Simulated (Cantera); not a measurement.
A closed system holds: 1 mol Pb, 0.23 mol CO, a varied amount of H₂, at 1873.15 K and 74.0 Pa.

Equilibrium computed with Cantera from the NASA thermochemical tables; the gas is ideal and each condensed phase is pure. Candidate condensed phases: C, C₆H₆, C₇H₈, C₈H₁₈, H₂O, Pb, PbO, PbO₂, Pb₃O₄; 113 gas species. Kinetics and transport are ignored.

x: gas mole fraction; nothing condenses.

```json
[
 {"n(H₂) (mol)": "3.8", "x H₂": "0.738", "x Pb": "0.197", "x CO": "0.0453", "x H": "0.0204"},
 {"n(H₂) (mol)": "6", "x H₂": "0.810", "x Pb": "0.137", "x CO": "0.0315", "x H": "0.0214"},
 {"n(H₂) (mol)": "9.3", "x H₂": "0.862", "x Pb": "0.0939", "x CO": "0.0216", "x H": "0.0221"},
 {"n(H₂) (mol)": "15", "x H₂": "0.903", "x Pb": "…", "x CO": "…", "x H": "0.0226"},
 {"n(H₂) (mol)": "23", "x H₂": "0.927", "x Pb": "0.0408", "x CO": "0.00938", "x H": "0.0229"},
 {"n(H₂) (mol)": "35", "x H₂": "0.943", "x Pb": "…", "x CO": "…", "x H": "0.0231"},
 {"n(H₂) (mol)": "55", "x H₂": "0.955", "x Pb": "0.0176", "x CO": "0.00404", "x H": "0.0232"},
 {"n(H₂) (mol)": "86", "x H₂": "0.963", "x Pb": "0.0113", "x CO": "0.00261", "x H": "0.0233"},
 {"n(H₂) (mol)": "130", "x H₂": "0.967", "x Pb": "0.00753", "x CO": "0.00173", "x H": "0.0234"}
]
```

Question: Some entries are withheld; supply them.

Answer: 
- 15, x Pb: 0.0609
- 15, x CO: 0.0140
- 35, x Pb: 0.0273
- 35, x CO: 0.00628
